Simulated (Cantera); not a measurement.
A Cantera script and what it prints.

```python
import numpy as np
import cantera as ct

gas_names = """
    H HO2 H2 H2O H2O2 O OH O2 O3 Si SiH SiH2 SiH3 SiH4 SiO SiO2 Si2 Si3
""".split()
cond_names = """
    H2O(s) H2O(L) Si(cr) Si(L) SiO2(Lqz) SiO2(hqz) SiO2(L)
""".split()


def load(file, names, dense=False):
    # The tables refer to 1 bar. Condensed volumes are neglected.
    table = {s.name: s for s in ct.Species.list_from_file(file)}
    out = []
    for n in names:
        d = dict(table[n].input_data)
        d["thermo"] = dict(d["thermo"], **{"reference-pressure": 1e5})
        if dense:
            d["equation-of-state"] = {"model": "constant-volume", "density": "1e6 g/cm^3"}
        out.append(ct.Species.from_dict(d))
    return out


gas = ct.Solution(thermo="ideal-gas", species=load("nasa_gas.yaml", gas_names))
cond = {s.name: ct.Solution(thermo="fixed-stoichiometry", species=[s], name=s.name)
        for s in load("nasa_condensed.yaml", cond_names, dense=True)}
atoms = {
    'Si': {'Si': 1},
    'O2': {'O': 2},
    'H2': {'H': 2},
}
top_T = {}  # K; cautious upper limits of use, not melting points


def equilibrate(T, P, feed):
    n = {}
    for name, mol in feed.items():
        for a, k in atoms[name].items():
            n[a] = n.get(a, 0.0) + k * mol
    gas.TPX = T, P, n
    mass = sum(n.values()) * gas.mean_molecular_weight
    gas.equilibrate("TP")
    valid = [c for c in cond.values() if c.min_temp <= T <= top_T.get(c.name, c.max_temp)]
    mix = ct.Mixture([(gas, mass / gas.mean_molecular_weight)] + [(c, 0.0) for c in valid])
    mix.T, mix.P = T, P
    mix.equilibrate("TP", solver="vcs", rtol=1e-11, max_steps=5000)
    return mix


results = []
feed = {'Si': 1, 'O2': 0.012, 'H2': 170}  # mol
P = 101325  # Pa
for T in [1475, 1525, 1575, 1625, 1675, 1725, 1775, 1825]:
    mix = equilibrate(T, P, feed)
    results.append((T, P, feed, dict(zip(mix.species_names, mix.species_moles))))

top = {s: max(r[3][s] / sum(r[3][g] for g in gas_names) for r in results) for s in gas_names}
cols = sorted((s for s in top if top[s] > 0.001), key=lambda s: -top[s])[:6]
seen = [c for c in cond_names if any(r[3].get(c, 0) > 1e-12 for r in results)]
print("log10 of partial pressures in bar; condensed amounts in mol")
print(f"{'T/K':>10s}" + "".join(f"{s[:9]:>10s}" for s in cols + seen))
for T, P, feed, n in results:
    ng = sum(n[g] for g in gas_names)
    print(f"{T:10.4g}" + "".join(f"{np.log10(max(n[s] / ng * P / 1e5, 1e-99)):10.3f}" for s in cols)
          + "".join(f"{n.get(c, 0):10.4g}" for c in seen))
```

Output:

```
log10 of partial pressures in bar; condensed amounts in mol
       T/K        H2    Si(cr)     Si(L)
      1475     0.006    0.9758         0
      1525     0.006    0.9756         0
      1575     0.006    0.9752         0
      1625     0.006    0.9746         0
      1675     0.006    0.9737         0
      1725     0.006         0    0.9725
      1775     0.006         0    0.9707
      1825     0.005         0    0.9682
```

Cantera equilibrium calculation (NASA polynomials, part measured and part estimated; ideal gas, pure solids and liquids). Gases not in the tables: Si2H6 and higher silanes.
